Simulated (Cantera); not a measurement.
## Thermodynamics of silicon carbide growth, feed Si(CH₃)₄ + CH₄ + H₂

Charge: 1 mol Si(CH₃)₄, 0.014 mol CH₄, 240 mol H₂, at 1223 K and 1.30 mbar.

These are equilibrium values from Cantera (NASA tables, ideal gas, pure condensed phases), not measurements of a reactor. Candidate condensed phases: C, C₆H₆, C₇H₈, C₈H₁₈, Si, SiC; 87 gas species. Kinetics and transport are ignored.

x(H₂): 1.000
x(CH₄): 1.73e-5
x(H): 8.34e-6
n(C(graphite)): 3.01 mol
n(SiC(s)): 1.00 mol
gas amount: 246.0 mol
log10 activity of Si(s) (absent): -2.71
